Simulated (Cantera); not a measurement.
A Cantera script and what it prints.

```python
import numpy as np
import cantera as ct

gas_names = """
    Mg MgN MgO Mg2 N NO NO2 NO3 N2 N2O O O2 O3
""".split()
cond_names = """
    Mg(cr) Mg(L) MgO(s) MgO(L)
""".split()


# ... load() reads the species with a 1 bar reference pressure and builds the phases ...
atoms = {
    'MgO': {'Mg': 1, 'O': 1},
    'N2': {'N': 2},
}
top_T = {}  # K; cautious upper limits of use, not melting points


# ... equilibrate(T, P, feed) seeds the gas with the atoms and calls Mixture.equilibrate('TP', solver="vcs", rtol=1e-11, max_steps=5000) ...
results = []
feed = {'MgO': 1, 'N2': 0.5}  # mol
P = 350000  # Pa
for T in [2550, 2600, 2650, 2700, 2750, 2800, 2850, 2900, 2950]:
    mix = equilibrate(T, P, feed)
    results.append((T, P, feed, dict(zip(mix.species_names, mix.species_moles))))

top = {s: max(r[3][s] / sum(r[3][g] for g in gas_names) for r in results) for s in gas_names}
cols = sorted((s for s in top if top[s] > 0.001), key=lambda s: -top[s])[:8]
seen = [c for c in cond_names if any(r[3].get(c, 0) > 1e-12 for r in results)]
print("log10 of partial pressures in bar; condensed amounts in mol")
print(f"{'T/K':>10s}" + "".join(f"{s[:9]:>10s}" for s in cols + seen))
for T, P, feed, n in results:
    ng = sum(n[g] for g in gas_names)
    print(f"{T:10.4g}" + "".join(f"{np.log10(max(n[s] / ng * P / 1e5, 1e-99)):10.3f}" for s in cols)
          + "".join(f"{n.get(c, 0):10.4g}" for c in seen))
```

It prints:

```
log10 of partial pressures in bar; condensed amounts in mol
       T/K        N2        Mg        NO        O2         O       MgO    MgO(s)
      2550     0.543    -2.530    -2.696    -3.514    -3.491    -4.018    0.9996
      2600     0.543    -2.359    -2.549    -3.292    -3.279    -3.763    0.9993
      2650     0.543    -2.193    -2.409    -3.080    -3.076    -3.518     0.999
      2700     0.542    -2.033    -2.275    -2.879    -2.882    -3.283    0.9986
      2750     0.541    -1.878    -2.147    -2.687    -2.695    -3.056     0.998
      2800     0.540    -1.727    -2.026    -2.503    -2.517    -2.838    0.9971
      2850     0.538    -1.581    -1.909    -2.329    -2.346    -2.628    0.9959
      2900     0.535    -1.440    -1.798    -2.161    -2.181    -2.425    0.9942
      2950     0.532    -1.303    -1.692    -2.001    -2.022    -2.229    0.9918
```

Method: chemical equilibrium by Gibbs-energy minimisation in Cantera with the NASA 1993 tables (ideal gas, pure condensed phases).
